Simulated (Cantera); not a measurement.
A freely propagating, adiabatic, planar premixed flame of CH4 : O2 : N2 = 1 : 1.43 : 5.37 (molar parts), equivalence ratio 1.4, unburnt at 400 K and 1.78 atm; multicomponent+Soret transport, grid criteria slope 0.08 and curve 0.16, no radiation.

Computed with Cantera and GRI-Mech 3.0 (53 species, 325 reactions). Burning velocities carry a grid error of a few per cent, more on coarse grids.

x: mole fraction of selected species; z is measured from the peak of heat release.

```json
[
 {"z (mm)": "-1.67", "T (K)": "401", "u (m/s)": "0.203", "x CH4": "0.128", "x O2": "0.183", "x CH3": "<1e-8", "x C2H6": "[?]", "x C2H4": "1.39e-7", "x H": "<1e-8"},
 {"z (mm)": "-1.11", "T (K)": "407", "u (m/s)": "0.207", "x CH4": "0.127", "x O2": "0.182", "x CH3": "1.32e-8", "x C2H6": "[?]", "x C2H4": "2.28e-6", "x H": "<1e-8"},
 {"z (mm)": "-0.833", "T (K)": "430", "u (m/s)": "0.219", "x CH4": "0.123", "x O2": "0.181", "x CH3": "6.41e-8", "x C2H6": "[?]", "x C2H4": "1.39e-5", "x H": "<1e-8"},
 {"z (mm)": "-0.555", "T (K)": "564", "u (m/s)": "0.290", "x CH4": "0.112", "x O2": "0.171", "x CH3": "9.73e-7", "x C2H6": "[?]", "x C2H4": "0.000135", "x H": "<1e-8"},
 {"z (mm)": "-0.278", "T (K)": "1056", "u (m/s)": "0.556", "x CH4": "0.0750", "x O2": "0.122", "x CH3": "0.000104", "x C2H6": "[?]", "x C2H4": "0.000983", "x H": "6.17e-6"},
 {"z (mm)": "-0.139", "T (K)": "1450", "u (m/s)": "0.774", "x CH4": "0.0426", "x O2": "0.0762", "x CH3": "0.000897", "x C2H6": "[?]", "x C2H4": "0.00184", "x H": "9.76e-5"},
 {"z (mm)": "0", "T (K)": "1809", "u (m/s)": "0.979", "x CH4": "0.0128", "x O2": "0.0290", "x CH3": "0.00218", "x C2H6": "[?]", "x C2H4": "0.00125", "x H": "0.000830"},
 {"z (mm)": "0.139", "T (K)": "1972", "u (m/s)": "1.07", "x CH4": "0.00274", "x O2": "0.00705", "x CH3": "0.00109", "x C2H6": "[?]", "x C2H4": "0.000177", "x H": "0.00169"},
 {"z (mm)": "0.278", "T (K)": "2019", "u (m/s)": "1.10", "x CH4": "0.000912", "x O2": "0.00169", "x CH3": "0.000410", "x C2H6": "[?]", "x C2H4": "2.21e-5", "x H": "0.00170"},
 {"z (mm)": "0.555", "T (K)": "2042", "u (m/s)": "1.11", "x CH4": "0.000296", "x O2": "0.000155", "x CH3": "0.000105", "x C2H6": "[?]", "x C2H4": "1.68e-6", "x H": "0.00123"},
 {"z (mm)": "1.11", "T (K)": "2051", "u (m/s)": "1.11", "x CH4": "0.000118", "x O2": "7.49e-6", "x CH3": "2.82e-5", "x C2H6": "<1e-8", "x C2H4": "2.42e-7", "x H": "0.000788"},
 {"z (mm)": "2.22", "T (K)": "2054", "u (m/s)": "1.11", "x CH4": "5.10e-5", "x O2": "1.55e-6", "x CH3": "8.79e-6", "x C2H6": "<1e-8", "x C2H4": "5.92e-8", "x H": "0.000556"},
 {"z (mm)": "4.44", "T (K)": "2055", "u (m/s)": "1.11", "x CH4": "1.54e-5", "x O2": "9.75e-7", "x CH3": "2.20e-6", "x C2H6": "<1e-8", "x C2H4": "1.17e-8", "x H": "0.000458"}
]
```

Question: Some entries are withheld; supply them.

Answer: 
- -1.67, x C2H6: 7.71e-8
- -1.11, x C2H6: 1.45e-6
- -0.833, x C2H6: 9.75e-6
- -0.555, x C2H6: 0.000113
- -0.278, x C2H6: 0.000932
- -0.139, x C2H6: 0.00134
- 0, x C2H6: 0.000287
- 0.139, x C2H6: 1.38e-5
- 0.278, x C2H6: 1.35e-6
- 0.555, x C2H6: 8.80e-8
